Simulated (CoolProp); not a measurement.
Values from CoolProp's reference Helmholtz-energy equation of state, Lemmon 2006. It is a short technical equation, of lower accuracy than the large ones.

Problem. For C2F6 (R116), give the phase and the expansivity (1/kK), fugacity coefficient at 282.6 K and 9.33 MPa.

Solution. 
- 282.6 K and 9.33 MPa: liquid; expansivity 4.65, fugacity coefficient 0.254
